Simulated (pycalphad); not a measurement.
CALPHAD calculation (pycalphad, COST 507 light-alloy database (1999)), 1 atm. The data set is of 1999 and partly superseded. Phase fractions are per mole of atoms.

Question: Give the equilibrium state of Al-2.838Si (wt.%) at 500 K.

Answer: 
```
T = 500.00 K, P = 101325 Pa, N = 1 mol of atoms
G = -15444 J/mol, H = 5180 J/mol, S = 41.25 J/(mol K)  (SER reference)
chemical potentials (J/mol): Al -15579, Si -10615
phase             fraction      x(Al)      x(Si)
FCC_A1              0.9728     0.9999   0.000131
DIAMOND_A4          0.0272   1.22e-11     1.0000
```

Question: Give the equilibrium state of Al-2.838Si (wt.%) at 875 K.

Answer: fcc, fraction 0.780, with 1.1 Si wt.%; liquid, fraction 0.220, with 9.1 Si wt.%.

FCC_A1 is fcc; DIAMOND_A4 is diamond (Si).
